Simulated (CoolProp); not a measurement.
A simple Rankine cycle with R236EA: condensing at 325.15 K, boiler at 2.3 MPa, turbine inlet 393.6 K, turbine efficiency 0.7, pump efficiency 0.6, no recuperator. Each further row changes one setting.

The numbers come from the reference Helmholtz-energy equation of state, Rui 2013 in CoolProp.

```tsv
case	thermal efficiency (%)	net work (kJ/kg)	heat in (kJ/kg)	turbine exit temperature (K)	volume ratio over the turbine
as stated	?	?	177	348.0	?
condensing temperature 317.15 K	?	17.3	188	?	7.99
boiler pressure 1.61 MPa	6.9	13.3	?	364.9	3.70
turbine efficiency 0.6	6.9	12.2	177	350.4	6.33
```

Some entries are withheld; supply them.


- as stated, thermal efficiency (%): 8.3
- as stated, net work (kJ/kg): 14.7
- as stated, volume ratio over the turbine: 6.27
- condensing temperature 317.15 K, thermal efficiency (%): 9.2
- condensing temperature 317.15 K, turbine exit temperature (K): 343.5
- boiler pressure 1.61 MPa, heat in (kJ/kg): 193
